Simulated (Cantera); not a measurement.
Feed: 1 mol Si(CH3)4, 0.1 mol C2H2, 280 mol H2, at 1798 K and 7.90 mbar.

Method: chemical equilibrium by Gibbs-energy minimisation in Cantera with the NASA 1993 tables (ideal gas, pure condensed phases). Candidate condensed phases: C, C6H6, C7H8, C8H18, Si, SiC; 87 gas species. Kinetics and transport are ignored.

Base state: H2 0.996, H 0.00395, C2H2 (acetylene) 0.000172 (mole fractions); condensed: C(graphite) + SiC(s).

**Question.** What changes in the equilibrium state with this change: Si(CH3)4 replaced by (CH3)2SiCl2?

**Answer.** 
| species | before | after |
|---|---|---|
| H2 | 0.996 | 0.989 |
| HCl | 0 | 0.00700 |
| H | 0.00395 | 0.00394 |
| Cl | 0 | 2.13e-5 |
| C2H2 (acetylene) | 0.000172 | 0.000171 |
| C(graphite), mol | 3.10 | 1.11 |
| SiC(s), mol | 0.997 | 0.996 |
The feed counts by its element totals alone.

**Question.** What changes in the equilibrium state with this change: pressure from 7.90 mbar to 13.3 mbar?

**Answer.** 
```tsv
species	before	after
H2	0.996	0.997
H	0.00395	0.00304
C2H2 (acetylene)	0.000172	0.000172
CH4	6.07e-6	1.03e-5
C(graphite), mol	3.10	3.10
SiC(s), mol	0.997	0.998
```
